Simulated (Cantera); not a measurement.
A Cantera script and its output.

```python
import numpy as np
import cantera as ct

gas = ct.Solution("h2o2.yaml")
gas.TPX = 1150, 610, {'H2': 0.81, 'O2': 1}
inlet = ct.Reservoir(gas, clone=True)

reactor = ct.IdealGasConstPressureReactor(gas, energy="off", clone=False)
exhaust = ct.Reservoir(gas, clone=True)
tau = [3.5, 1.7, 0.84, 0.41, 0.2, 0.099, 0.048, 0.024, 0.012, 0.0057][0]
for a, b in ((inlet, reactor), (reactor, exhaust)):
    ct.MassFlowController(a, b, mdot=lambda t: reactor.mass / tau)
net = ct.ReactorNet([reactor])
show = ['H2', 'O2', 'HO2', 'H2O', 'OH']

rows = []
print(f"{'tau/s':>10s}{'T/K':>9s}" + "".join(f"{s:>11s}" for s in show))
for tau in [3.5, 1.7, 0.84, 0.41, 0.2, 0.099, 0.048, 0.024, 0.012, 0.0057]:
    net.initial_time = 0.0
    net.advance(30 * tau)
    before = gas.X
    net.advance(40 * tau)
    drift = np.max(np.abs(gas.X - before) / (gas.X + 1e-9))
    rows.append([gas.T, *gas[show].X, drift])
    print(f"{tau:10.3e}{gas.T:9.1f}" + "".join(f"{x:11.3e}" for x in gas[show].X))
```

It prints:

```
     tau/s      T/K         H2         O2        HO2        H2O         OH
 3.500e+00   1150.0  2.166e-03  4.212e-01  5.090e-06  5.698e-01  2.840e-03
 1.700e+00   1150.0  3.457e-03  4.201e-01  5.813e-06  5.658e-01  3.608e-03
 8.400e-01   1150.0  5.418e-03  4.185e-01  6.371e-06  5.592e-01  4.543e-03
 4.100e-01   1150.0  8.466e-03  4.159e-01  6.746e-06  5.479e-01  5.709e-03
 2.000e-01   1150.0  1.299e-02  4.118e-01  6.882e-06  5.287e-01  7.093e-03
 9.900e-02   1150.0  1.912e-02  4.059e-01  6.739e-06  4.985e-01  8.589e-03
 4.800e-02   1150.0  2.696e-02  3.974e-01  6.294e-06  4.532e-01  1.008e-02
 2.400e-02   1150.0  3.503e-02  3.883e-01  5.687e-06  4.009e-01  1.123e-02
 1.200e-02   1150.0  4.347e-02  3.815e-01  5.117e-06  3.522e-01  1.202e-02
 5.700e-03   1150.0  5.560e-02  3.803e-01  4.691e-06  3.118e-01  1.270e-02
```

Cantera simulation using the H2/O2 subset of GRI-Mech 3.0, which has no nitrogen chemistry; the numbers are that mechanism's predictions, not measurements. Radical loss at walls, strong at low pressure, is not modelled. The temperature is held fixed by assumption; the heat of reaction is taken as removed at once.
